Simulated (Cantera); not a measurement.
Feed: 1 mol SiHCl3, 0.0064 mol Cl2, 57 mol N2, equilibrated at 1223 K and 0.660 bar.

Cantera equilibrium calculation (NASA polynomials, part measured and part estimated; ideal gas, pure solids and liquids). Candidate condensed phases: NH4Cl, Si, Si3N4; 28 gas species. N2 is the only nitrogen source here; it is nearly inert below about 1500 K, so the nitride shown seldom forms there in practice. The tables' values for SiCl3 are old estimates; treat these amounts as uncertain. Rates play no part.

Base state: N2 0.975, HCl 0.0154, SiCl4 0.00900, H2 0.000900, SiCl3 0.000120, SiHCl3 1.63e-5, SiCl2 1.28e-5 (mole fractions); condensed: Si3N4(s).

### Question
What changes in the equilibrium state with this change: N2 from 57 to 9.1 mol?

### Answer
```csv
species,before,after
N2,0.975,0.858
HCl,0.0154,0.0776
SiCl4,0.00900,0.0535
SiHCl3,1.63e-5,0.000209
H2,0.000900,0.00982
SiCl3,0.000120,0.000467
SiCl2,1.28e-5,3.25e-5
"Si3N4(s), mol",0.156,0.148
```

### Question
What changes in the equilibrium state with this change: pressure from 0.660 bar to 1.30 mbar?

### Answer
| species | before | after |
|---|---|---|
| N2 | 0.975 | 0.973 |
| HCl | 0.0154 | 0.0163 |
| SiCl4 | 0.00900 | 0.00685 |
| SiCl2 | 1.28e-5 | 0.00200 |
| SiCl3 | 0.000120 | 0.00131 |
| SiHCl3 | 1.63e-5 | 5.33e-6 |
| H2 | 0.000900 | 0.000412 |
| Si3N4(s), mol | 0.156 | 0.136 |

### Question
What changes in the equilibrium state with this change: SiHCl3 replaced by SiH4?

### Answer
```
species          before     after
-------------  --------  --------
N2                0.975     0.966
H2             0.000900    0.0342
HCl              0.0154  0.000219
SiCl4           0.00900     <1e-9
SiCl3          0.000120     <1e-9
SiHCl3          1.63e-5     <1e-9
SiCl2           1.28e-5     <1e-9
Si3N4(s), mol     0.156     0.333
```
